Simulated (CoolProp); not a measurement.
Computed with CoolProp (reference Helmholtz-energy equation of state, Lemmon 2006). It is a short technical equation, of lower accuracy than the large ones.

Give the vapour pressure (MPa), liquid density (kg/m³), liquid viscosity (µPa s), vapour viscosity (µPa s) of saturated isopentane at 307.6 K.


```json
[
 {"T (K)": "307.6", "p (MPa)": "0.127", "liquid density (kg/m³)": "605", "liquid viscosity (µPa s)": "178", "vapour viscosity (µPa s)": "7.23"}
]
```

Viscosity comes from a separate model (Chung 1988), a generic estimate that can be far off for the liquid and wasn't checked against measurements.
